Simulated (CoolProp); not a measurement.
Vapour-liquid equilibrium of diethyl ether (1) + ethanol (2) at 0.0293 MPa; x and y are mole fractions of (1).

Model: multi-fluid Helmholtz-energy mixture model, Thol 2014 and Schroeder 2014; pair parameters Bell 2016, in CoolProp.

**Question.** Give the bubble temperature and the first vapour's composition at x = 0.05, 0.125, 0.425. Is there an azeotrope?

**Answer.** x = 0.05: 38.8 °C, y = 0.452; x = 0.125: 27.5 °C, y = 0.722; x = 0.425: 11.8 °C, y = 0.915. No azeotrope shows between x = 0.05 and 0.95.

Pair parameters are fitted to limited data, so mixtures are less certain than the pure fluids.
